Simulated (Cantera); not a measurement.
Standard-state values (1 bar) from the NASA 1993 polynomials, evaluated with Cantera. Values are per mole of reaction as written; species without (g) are pure solids or liquids, kept so even where they would boil at 1 bar.

Question: Between 425 and 825 K, where is each reaction favourable under standard conditions?
- 2 F2(g) + Cu2O ⇌ O(g) + 2 CuF2(g)

Answer: 
- 2 F2(g) + Cu2O ⇌ O(g) + 2 CuF2(g): ΔG° is -198 kJ at 425 K and -274 kJ at 825 K; it stays negative (K > 1). ΔH° is -121 kJ and ΔS° 185 J/K at 825 K.
